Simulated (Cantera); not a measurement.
Charge: 1 mol SiCl4, 2.3 mol NH3, a varied amount of N2, held at 1150 K and 10.0 mbar.

Cantera equilibrium calculation (NASA polynomials, part measured and part estimated; ideal gas, pure solids and liquids). Candidate condensed phases: NH4Cl, Si, Si3N4; 28 gas species. The numbers say what is thermodynamically allowed, not how fast it happens.

Question: What share of the Si ends up in condensed phases as a function of n(N2) (mol), at 7.6, 9.3, 11, 14, 17, 21, 25, 31, 38, 46, 56, 69, 84?

Answer: 
```tsv
n(N2) (mol)	Si condensed (%)	as
7.6	83.4	Si3N4(s)
9.3	84.6	Si3N4(s)
11	85.6	Si3N4(s)
14	87.1	Si3N4(s)
17	88.2	Si3N4(s)
21	89.4	Si3N4(s)
25	90.3	Si3N4(s)
31	91.4	Si3N4(s)
38	92.4	Si3N4(s)
46	93.3	Si3N4(s)
56	94.1	Si3N4(s)
69	94.8	Si3N4(s)
84	95.5	Si3N4(s)
```
